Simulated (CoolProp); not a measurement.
C2F6 (R116) at 293.15 K and 8.82 MPa is compressed adiabatically to 15.9 MPa with isentropic efficiency 0.75. Each further row changes one setting.

Computed with CoolProp (reference Helmholtz-energy equation of state, Lemmon 2006). It is a short technical equation, of lower accuracy than the large ones.

| case | work (kJ/kg) | final temperature (K) | final density (kg/m³) |
|---|---|---|---|
| as stated | (withheld) | (withheld) | 1230 |
| efficiency 1 | (withheld) | (withheld) | (withheld) |
| efficiency 0.65 | (withheld) | (withheld) | 1230 |

Question: What belongs in the gaps?

Answer: 
- as stated, work (kJ/kg): 7.82
- as stated, final temperature (K): 301.7
- efficiency 1, work (kJ/kg): 5.86
- efficiency 1, final temperature (K): 299.9
- efficiency 1, final density (kg/m³): 1240
- efficiency 0.65, work (kJ/kg): 9.02
- efficiency 0.65, final temperature (K): 302.8
